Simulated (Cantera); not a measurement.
What does this Cantera script print?

```python
import numpy as np
import cantera as ct

gas = ct.Solution("gri30.yaml")
gas.TPX = 1000, 410000, {'CO': 1, 'H2': 0.018, 'CH4': 0.81, 'O2': 1.78, 'N2': 6.71}
reactor = ct.IdealGasReactor(gas, energy="on", clone=False)
net = ct.ReactorNet([reactor])
net.rtol, net.atol = 1e-08, 1e-16
show = ['CO', 'H2', 'CH4', 'CH2O', 'C2H6']
times = np.geomspace(8e-06, 8, 10)

steps = ct.SolutionArray(gas, extra=["t"])
rows = []
print(f"{'t/s':>10s}{'T/K':>9s}{'P/Pa':>11s}" + "".join(f"{s:>11s}" for s in show))
for t in times:
    while net.time < t:
        t_next = net.step()
        steps.append(gas.state, t=t_next)
    rows.append([np.interp(t, steps.t, y) for y in (steps.T, steps.P, *steps(*show).X.T)])
    print(f"{t:10.3e}{rows[-1][0]:9.1f}{rows[-1][1]:11.4g}" + "".join(f"{x:11.3e}" for x in rows[-1][2:]))
rate = np.gradient(steps.T, steps.t)
print("integrator steps:", len(steps.t))
if steps.T.max() > steps.T[0] + 200:
    print(f"time of steepest temperature rise: {steps.t[rate.argmax()]:.4e} s")
gas.TPX = 1000, 410000, {'CO': 1, 'H2': 0.018, 'CH4': 0.81, 'O2': 1.78, 'N2': 6.71}
gas.equilibrate("UV")
print(f"equilibrium (UV): T = {gas.T:.1f} K  " + "  ".join(f"{s} {gas[s].X[0]:.3e}" for s in show))
```

Output:

```
       t/s      T/K       P/Pa         CO         H2        CH4       CH2O       C2H6
 8.000e-06   1000.0    4.1e+05  9.692e-02  1.745e-03  7.850e-02  3.585e-12  2.068e-15
 3.713e-05   1000.0    4.1e+05  9.692e-02  1.745e-03  7.850e-02  8.836e-11  2.571e-13
 1.724e-04   1000.0    4.1e+05  9.692e-02  1.745e-03  7.850e-02  2.010e-09  2.783e-11
 8.000e-04   1000.0    4.1e+05  9.692e-02  1.744e-03  7.850e-02  4.932e-08  3.417e-09
 3.713e-03   1000.0    4.1e+05  9.692e-02  1.744e-03  7.850e-02  1.280e-06  3.580e-07
 1.724e-02   1000.4  4.102e+05  9.690e-02  1.736e-03  7.848e-02  1.252e-05  5.108e-06
 8.000e-02   1002.8  4.111e+05  9.681e-02  1.700e-03  7.835e-02  7.281e-05  3.607e-05
 3.713e-01   1142.2  4.678e+05  9.521e-02  2.673e-03  6.968e-02  1.464e-03  1.211e-03
 1.724e+00   2904.7  1.196e+06  7.831e-02  1.525e-02  2.120e-13  5.769e-09  1.597e-25
 8.000e+00   2904.7  1.196e+06  7.831e-02  1.525e-02  2.120e-13  5.769e-09  1.597e-25
integrator steps: 2807
time of steepest temperature rise: 3.7400e-01 s
equilibrium (UV): T = 2904.7 K  CO 7.831e-02  H2 1.525e-02  CH4 2.604e-13  CH2O 5.769e-09  C2H6 2.251e-25
```

Model: GRI-Mech 3.0 (53 species, 325 reactions), integrated in Cantera.
